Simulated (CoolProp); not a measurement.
Dimethyl carbonate along the isotherm 164.65 °C: Z from the reference equation and from simpler models built on Tc = 283.9 °C, pc = 4909 kPa, ω = 0.346; each cubic takes its own stable root.

Model: reference Helmholtz-energy equation of state, Zhou 2011, in CoolProp.

| p (kPa) | phase | reference |
|---|---|---|
| 7.76 | gas | 0.9988 |
| 13.8 | gas | 0.9979 |
| 24.5 | gas | 0.9963 |
| 43.6 | gas | 0.9934 |
| 77.6 | gas | 0.9881 |
| 138 | gas | 0.9787 |
| 245 | gas | 0.9616 |
| 436 | gas | 0.9295 |
| 776 | liquid | 0.02236 |
| 1380 | liquid | 0.03968 |
| 2450 | liquid | 0.07020 |

Question: How far does each simpler model (van der Waals, Redlich-Kwong, Peng-Robinson) lie from the reference over these 11 states: mean and median of the absolute difference, and the worst?

Answer: 
- van der Waals: mean 547.5 %, median 0.7 %, worst +3968.9 % at 164.65 °C and 776 kPa
- Redlich-Kwong: mean 353.8 %, median 0.2 %, worst +3849.5 % at 164.65 °C and 776 kPa
- Peng-Robinson: mean 0.1 %, median 0.1 %, worst -0.5 % at 164.65 °C and 436 kPa

At some of these states van der Waals, Redlich-Kwong gives the other phase, because its saturation line lies elsewhere.
